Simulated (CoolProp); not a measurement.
Model: reference Helmholtz-energy equation of state, Marx 1992, in CoolProp.

Q: For R113, give the phase and the density (kg/m³), Joule-Thomson coefficient (K/MPa), expansivity (1/kK), fugacity coefficient at 282.1 K and 0.231 MPa.

A: 
- 282.1 K and 0.231 MPa: liquid; density 1600, Joule-Thomson coefficient -0.407, expansivity 1.46, fugacity coefficient 0.0985
